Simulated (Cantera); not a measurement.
Charge: 1 mol SO₂, 1.7 mol H₂O, 16 mol N₂, held at 21.0 Torr.

Cantera equilibrium calculation (NASA polynomials, part measured and part estimated; ideal gas, pure solids and liquids). Candidate condensed phases: H₂O, H₂SO₄, S; 35 gas species. Kinetics and transport are ignored.

log p: log10 of the partial pressure in bar; nothing condenses.

```
T (K)  log p N₂  log p H₂O  log p SO₂  log p H₂  log p O₂
-----  --------  ---------  ---------  --------  --------
1550      -1.62      -2.60      -2.82     -5.24     -5.60
1625      -1.62      -2.60      -2.83         …         …
1700      -1.62      -2.60      -2.83     -4.75     -5.10
1775      -1.62      -2.60      -2.83     -4.53     -4.88
1850      -1.62      -2.60      -2.83         …         …
1925      -1.62      -2.61      -2.83     -4.16     -4.49
2000      -1.62      -2.62      -2.84     -4.00     -4.32
```

Question: What belongs in the gaps?

Answer: 
- 1850, log p H₂: -4.34
- 1850, log p O₂: -4.68
- 1625, log p H₂: -4.98
- 1625, log p O₂: -5.34
